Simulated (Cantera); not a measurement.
# CH₃SiCl₃ + HCl + H₂ (silicon carbide growth)

Charge: 1 mol CH₃SiCl₃, 0.054 mol HCl, 47 mol H₂, at 13300 Pa.

Equilibrium computed with Cantera from the NASA thermochemical tables; the gas is ideal and each condensed phase is pure. Candidate condensed phases: C, C₆H₆, C₇H₈, C₈H₁₈, Si, SiC; 109 gas species. The feed counts by its element totals alone. The tables' values for SiCl are old estimates; treat these amounts as uncertain. Gases not in the tables: Si₂H₆ and higher silanes. Equilibrium is a limit: real reactors are often held back by kinetics, nucleation or transport.

From 1625 °C to 2225 °C the condensed part is SiC(s). At 2275 °C nothing is condensed. The main Si-bearing gas is SiCl₂ at 1625 °C and Si at 2275 °C. The share of Si in condensed phases is highest at 1625 °C (97.5 %) and lowest at 2275 °C (0.0 %).

```csv
T (°C),log p H₂,log p H,log p HCl,log p Si,log p C₂H₂ (acetylene),log p Cl,log p SiC₂,n SiC(s)
1625,-0.90,-3.56,-2.10,-6.24,-4.53,-4.88,-8.05,0.975
1675,-0.90,-3.40,-2.10,-5.85,-4.42,-4.72,-7.60,0.969
1725,-0.90,-3.25,-2.10,-5.49,-4.32,-4.57,-7.17,0.962
1775,-0.90,-3.10,-2.11,-5.14,-4.23,-4.43,-6.77,0.953
1825,-0.91,-2.96,-2.11,-4.81,-4.13,-4.30,-6.38,0.942
1875,-0.91,-2.83,-2.11,-4.50,-4.02,-4.17,-6.00,0.925
1925,-0.91,-2.71,-2.12,-4.21,-3.91,-4.05,-5.64,0.902
1975,-0.91,-2.59,-2.12,-3.95,-3.78,-3.94,-5.28,0.866
2025,-0.91,-2.48,-2.13,-3.70,-3.65,-3.83,-4.93,0.812
2075,-0.92,-2.37,-2.13,-3.47,-3.51,-3.73,-4.59,0.726
2125,-0.92,-2.26,-2.14,-3.26,-3.36,-3.63,-4.25,0.592
2175,-0.93,-2.17,-2.15,-3.06,-3.21,-3.53,-3.93,0.380
2225,-0.94,-2.07,-2.16,-2.88,-3.07,-3.44,-3.62,0.0461
2275,-0.95,-1.98,-2.16,-2.82,-3.05,-3.35,-3.57,0
```
log p: log10 of the partial pressure in bar; n: condensed amount in mol.
